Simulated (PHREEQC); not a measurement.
Dissolve 0.0036 mol/kgw HF, 0.00021 mol/kgw NaF and 0.00092 mol/kgw NaCl at 25 °C. Closed to the air; pH follows from the charge balance.

All values are PHREEQC results (ion-association model, phreeqc.dat), not measurements.

| quantity | before | after |
|---|---|---|
| pH | 2.93 | 3.17 |
| ionic strength (mol/kgw) | 0.00236 | 0.00184 |
| HF (mol/kgw) | 0.00236 | 0.00288 |
| F- (mol/kgw) | 0.00142 | 0.000910 |
| HF2- (mol/kgw) | 1.29e-5 | 1.10e-5 |
| NaF (mol/kgw) | 8.31e-7 | 5.31e-7 |
| SI of Halite (NaCl) | -7.60 | -7.64 |

Q: Name the change that produced these shifts.
(A) temperature from 25 to 85 °C
(B) diluted 100-fold with water
(C) temperature from 25 to 40 °C
(D) NaF from 0.00021 to 0.0021 mol/kgw
(E) NaCl from 0.00092 to 9.2e-05 mol/kgw

A: A, temperature from 25 to 85 °C

This is a speciation only: nothing precipitates in the calculation. Away from 25 °C the constants follow the database's enthalpies or fits; those with neither stay at their 25 °C values.
